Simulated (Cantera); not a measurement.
Feed: 1 mol Ti, 2 mol C3H8, 19 mol H2, equilibrated at 28.0 mbar.

Cantera equilibrium calculation (NASA polynomials, part measured and part estimated; ideal gas, pure solids and liquids). Candidate condensed phases: C, C6H6, C7H8, C8H18, Ti, TiC; 77 gas species. TiC: taken at fixed stoichiometry. Kinetics and transport are ignored.

Task: At 1625 K, list the 4 most abundant gas species with their mole fractions, and the condensed phases.

Result: H2 1.000, H 0.000422, CH4 4.11e-5, C2H2 (acetylene) 3.55e-5. Condensed: C(graphite) + TiC(s).
